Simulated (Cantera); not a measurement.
Input: 1 mol PbO, 1.5 mol CO, 3.1 mol C, equilibrated at 0.133 bar.

Method: chemical equilibrium by Gibbs-energy minimisation in Cantera with the NASA 1993 tables (ideal gas, pure condensed phases). Candidate condensed phases: C, Pb, PbO, PbO₂, Pb₃O₄; 15 gas species. Rates play no part.

Problem. Which condensed phases are stable at each of these points (T (K)): 1373, 1523, 1673, 1823, 1973, 2123, 2273, 2423, 2573?

Solution. 
```csv
T (K),condensed phases,Pb condensed (%)
1373,C(graphite) + Pb(l),87.4
1523,C(graphite) + Pb(l),25.6
1673,C(graphite),0.0
1823,C(graphite),0.0
1973,C(graphite),0.0
2123,C(graphite),0.0
2273,C(graphite),0.0
2423,C(graphite),0.0
2573,C(graphite),0.0
```

From 1373 K to 1523 K the condensed part is C(graphite) + Pb(l). From 1673 K to 2573 K the condensed part is C(graphite).
